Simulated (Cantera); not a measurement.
An adiabatic, constant-volume homogeneous reactor starts with CH4 : CO : O2 : N2 = 1 : 0.24 : 6.06 : 17 (molar parts), equivalence ratio 0.35, at 1350 K and 1000000 Pa.

Model: GRI-Mech 3.0 (53 species, 325 reactions), integrated in Cantera.

Question: Predict: time of steepest temperature rise; temperature at 0.200 s; equilibrium temperature; x(CO) at 0.200 s; x(O2) at 0.200 s; x(H) at 0.200 s; x(OH) at 0.200 s.

Answer: 
| Property | Value |
|---|---|
| time of steepest temperature rise | 0.436 ms |
| temperature at 0.200 s | 2448 K |
| equilibrium temperature | 2448 K |
| x(CO) at 0.200 s | 0.000847 (gas-phase equilibrium 0.000847) |
| x(O2) at 0.200 s | 0.153 (gas-phase equilibrium 0.153) |
| x(H) at 0.200 s | 7.04e-5 (gas-phase equilibrium 7.04e-5) |
| x(OH) at 0.200 s | 0.00492 (gas-phase equilibrium 0.00492) |
